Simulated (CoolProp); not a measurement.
1-butene at several states: density (kg/m³) from the reference equation and from simpler models built on Tc = 419.3 K, pc = 4006 kPa, ω = 0.192; each cubic takes its own stable root.

Model: reference Helmholtz-energy equation of state, Lemmon 2005, in CoolProp. It is a short technical equation, of lower accuracy than the large ones.

```tsv
T (K)	p (kPa)	phase	reference	Redlich-Kwong	Peng-Robinson
207.8	1100	liquid	690.9	630.4	717.5
138.4	321	liquid	763.1	684.5	767.7
394.4	2390	gas	62.37	59.62	62.63
141.9	476	liquid	759.4	682.2	765.5
254.4	18.8	gas	0.5032	0.5019	0.5022
```
